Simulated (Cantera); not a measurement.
A Cantera script and what it prints.

```python
import numpy as np
import cantera as ct

gas_names = """
    C CH CH2 CH3 CH2OH CH3O CH4 CH3OH CO CO2 COOH C2 C2H CHCO,ketyl C2H2,acetylene C2H2,vinylidene
    CH2CO,ketene C2H3,vinyl CH3CO,acetyl C2H4 C2H4O,ethylen CH3CHO,ethanal CH3COOH (HCOOH)2 C2H5 C2H6
    CH3OCH3 C2H5OH C2O C3 C3H3,propargyl C3H4,allene C3H4,propyne C3H4,cyclo- C3H5,allyl C3H6,propylene
    C3H6,cyclo- C3H6O C3H7,n-propyl C3H7,i-propyl C3H8 C3H8O,1propanol C3H8O,2propanol C3O2 C4 C4H2
    C4H4,1,3-cyclo- C4H6,butadiene C4H6,2-butyne C4H6,cyclo- C4H8,1-butene C4H8,cis2-buten
    C4H8,tr2-butene C4H8,isobutene C4H8,cyclo- (CH3COOH)2 C4H9,n-butyl C4H9,i-butyl C4H9,s-butyl
    C4H9,t-butyl C4H10,isobutane C4H10,n-butane C5 C5H6,1,3cyclo- C5H8,cyclo- C5H10,1-pentene
    C5H10,cyclo- C5H11,pentyl C5H11,t-pentyl C5H12,n-pentane C5H12,i-pentane CH3C(CH3)2CH3 C6H2
    C6H5,phenyl C6H5O,phenoxy C6H6 C6H5OH,phenol C6H10,cyclo- C6H12,1-hexene C6H12,cyclo- C6H13,n-hexyl
    C7H7,benzyl C7H8 C7H8O,cresol C7H14,1-heptene C7H15,n-heptyl C7H16,n-heptane C8H8,styrene
    C8H10,ethylbenz C8H16,1-octene C8H17,n-octyl C8H18,isooctane C8H18,n-octane C9H19,n-nonyl
    C10H8,naphthale C10H21,n-decyl C12H9,o-bipheny C12H10,bipheny H HCO HO2 H2 HCHO,formaldehy HCOOH H2O
    H2O2 O OH O2 O3
""".split()
cond_names = """
    C(gr) C6H6(L) C7H8(L) C8H18(L),n-octa H2O(s) H2O(L)
""".split()


def load(file, names, dense=False):
    # The tables refer to 1 bar. Condensed volumes are neglected.
    table = {s.name: s for s in ct.Species.list_from_file(file)}
    out = []
    for n in names:
        d = dict(table[n].input_data)
        d["thermo"] = dict(d["thermo"], **{"reference-pressure": 1e5})
        if dense:
            d["equation-of-state"] = {"model": "constant-volume", "density": "1e6 g/cm^3"}
        out.append(ct.Species.from_dict(d))
    return out


gas = ct.Solution(thermo="ideal-gas", species=load("nasa_gas.yaml", gas_names))
cond = {s.name: ct.Solution(thermo="fixed-stoichiometry", species=[s], name=s.name)
        for s in load("nasa_condensed.yaml", cond_names, dense=True)}
atoms = {
    'CO2': {'C': 1, 'O': 2},
    'H2': {'H': 2},
}
top_T = {'C(gr)': 4500}  # K; cautious upper limits of use, not melting points


def equilibrate(T, P, feed):
    n = {}
    for name, mol in feed.items():
        for a, k in atoms[name].items():
            n[a] = n.get(a, 0.0) + k * mol
    gas.TPX = T, P, n
    mass = sum(n.values()) * gas.mean_molecular_weight
    gas.equilibrate("TP")
    valid = [c for c in cond.values() if c.min_temp <= T <= top_T.get(c.name, c.max_temp)]
    mix = ct.Mixture([(gas, mass / gas.mean_molecular_weight)] + [(c, 0.0) for c in valid])
    mix.T, mix.P = T, P
    mix.equilibrate("TP", solver="vcs", rtol=1e-11, max_steps=5000)
    return mix


results = []
T = 3250  # K
P = 8900000  # Pa
for m in [0.26, 0.35, 0.48, 0.64, 0.87, 1.2, 1.6, 2.1, 2.9, 3.9, 5.2]:
    feed = {'CO2': 1, 'H2': m}  # mol
    mix = equilibrate(T, P, feed)
    results.append((T, P, feed, dict(zip(mix.species_names, mix.species_moles))))

top = {s: max(r[3][s] / sum(r[3][g] for g in gas_names) for r in results) for s in gas_names}
cols = sorted((s for s in top if top[s] > 0.001), key=lambda s: -top[s])[:6]
seen = [c for c in cond_names if any(r[3].get(c, 0) > 1e-12 for r in results)]
print("log10 of partial pressures in bar; condensed amounts in mol")
print(f"{'n(H2)':>10s}" + "".join(f"{s[:9]:>10s}" for s in cols + seen))
for T, P, feed, n in results:
    ng = sum(n[g] for g in gas_names)
    print(f"{feed['H2']:10.4g}" + "".join(f"{np.log10(max(n[s] / ng * P / 1e5, 1e-99)):10.3f}" for s in cols)
          + "".join(f"{n.get(c, 0):10.4g}" for c in seen))
```

Output:

```
log10 of partial pressures in bar; condensed amounts in mol
     n(H2)        H2       CO2        CO       H2O         H        O2
      0.26    -0.009     1.653     1.353     1.188    -0.498     0.372
      0.35     0.197     1.591     1.394     1.291    -0.395     0.165
      0.48     0.441     1.490     1.443     1.384    -0.273    -0.135
      0.64     0.681     1.356     1.485     1.449    -0.153    -0.487
      0.87     0.945     1.159     1.511     1.489    -0.021    -0.935
       1.2     1.200     0.898     1.505     1.490     0.107    -1.443
       1.6     1.385     0.642     1.468     1.456     0.199    -1.881
       2.1     1.519     0.398     1.412     1.402     0.266    -2.256
       2.9     1.635     0.112     1.326     1.318     0.324    -2.658
       3.9     1.713    -0.147     1.235     1.227     0.363    -2.993
       5.2     1.768    -0.397     1.138     1.131     0.391    -3.298
```

Cantera equilibrium calculation (NASA polynomials, part measured and part estimated; ideal gas, pure solids and liquids). The ideal-gas law is rough above about 30 bar. The tables' values for COOH are old estimates; treat these amounts as uncertain.
